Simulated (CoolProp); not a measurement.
A single-stage vapour-compression cycle with R507A: evaporating at 234.15 K (dew point), condensing at 290.15 K (bubble point), superheat 8 K, subcooling 8 K, compressor efficiency 0.6, no pressure losses. Each further row changes one setting.

The numbers come from the reference Helmholtz-energy equation of state, Lemmon 2003 in CoolProp. It is a pseudo-pure fit of the blend.

```
case                              cooling COP  pressure ratio  discharge temperature (K)  refrigerating effect (kJ/kg)  volumetric capacity (kJ/m³)
--------------------------------  -----------  --------------  -------------------------  ----------------------------  ---------------------------
as stated                                1.99            7.12                      332.4                           134                         1010
evaporating temperature 239.15 K         2.29            5.73                      328.2                           138                         1270
condensing temperature 285.15 K          2.27            6.18                      325.7                           141                         1060
subcooling 13 K                          2.10            7.12                      332.4                           141                         1060
superheat 18 K                           2.01            7.12                      343.8                           143                         1020
compressor efficiency 0.5                1.66            7.12                      345.5                           134                         1010
```
